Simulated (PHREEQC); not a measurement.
A solution holds 0.028 mol/kgw ZnSO4, 0.038 mol/kgw CaCl2, 0.11 mol/kgw HCl and 0.022 mol/kgw Na2SO4, at 25 °C. Closed to the air; pH follows from the charge balance.

All values are PHREEQC results (ion-association model, wateq4f.dat), not measurements.

| quantity | before | after |
|---|---|---|
| pH | 1.20 | 1.19 |
| ionic strength (mol/kgw) | 0.296 | 0.399 |
| HSO4- (mol/kgw) | 0.0258 | 0.0227 |
| SO4-2 (mol/kgw) | 0.0116 | 0.0111 |
| NaSO4- (mol/kgw) | 0.000637 | 0.000550 |
| SI of Halite (NaCl) | -3.99 | -3.86 |
| SI of Mirabilite (Na2SO4:10H2O) | -4.46 | -4.54 |

Which change was made?
A) CaCl2 from 0.038 to 0.076 mol/kgw
B) CaCl2 replaced by NaCl at the same molality
C) 0.0024 mol/kgw Na2HPO4 added
D) diluted 10-fold with water
E) diluted 5-fold with water

A, CaCl2 from 0.038 to 0.076 mol/kgw

No solid was allowed to form. Some of these states are supersaturated (in Gypsum, for instance).
